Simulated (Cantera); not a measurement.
Input: 1 mol Fe, 0.017 mol H₂O, 16 mol CO, held at 0.0940 bar.

Cantera equilibrium calculation (NASA polynomials, part measured and part estimated; ideal gas, pure solids and liquids). Candidate condensed phases: C, C₆H₆, C₇H₈, C₈H₁₈, Fe, Fe(CO)₅, FeO, Fe(OH)₂, Fe(OH)₃, Fe₂O₃, Fe₃O₄, H₂O; 114 gas species. Rates play no part. All values below are at 1525 K.

Base state: CO 0.998, CO₂ 0.00106, H₂ 0.00106 (mole fractions); condensed: Fe(γ).

Problem. What changes in the equilibrium state with this change: Fe replaced by Pb?

Solution. 
| species | before | after |
|---|---|---|
| CO | 0.998 | 0.939 |
| Pb | 0 | 0.0588 |
| CO₂ | 0.00106 | 0.000996 |
| H₂ | 0.00106 | 0.000995 |
| Fe(γ), mol | 1.000 | 0 |
Further candidate phases: Pb, PbO, PbO₂, Pb₃O₄.

Problem. What changes in the equilibrium state with this change: H₂O from 0.017 to 0.022 mol?

Solution. 
| species | before | after |
|---|---|---|
| CO | 0.998 | 0.997 |
| CO₂ | 0.00106 | 0.00137 |
| H₂ | 0.00106 | 0.00137 |
| Fe(γ), mol | 1.000 | 1.000 |
